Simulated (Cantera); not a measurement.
A closed system holds: 1 mol Al(CH3)3, 0.38 mol O2, 15 mol N2, at 8400 Pa.

Equilibrium computed with Cantera from the NASA thermochemical tables; the gas is ideal and each condensed phase is pure. Candidate condensed phases: Al, AlN, Al2O3, C, C6H6, C7H8, C8H18, H2O; 148 gas species. The feed counts by its element totals alone. The numbers say what is thermodynamically allowed, not how fast it happens.

**Question.** At 1477 °C, list the 6 most abundant gas species with their mole fractions, and the condensed phases.

**Answer.** N2 0.733, H2 0.226, CO 0.0385, HCN 0.00195, H 0.000382, HNC 6.58e-5. Condensed: AlN(s) + C(graphite).
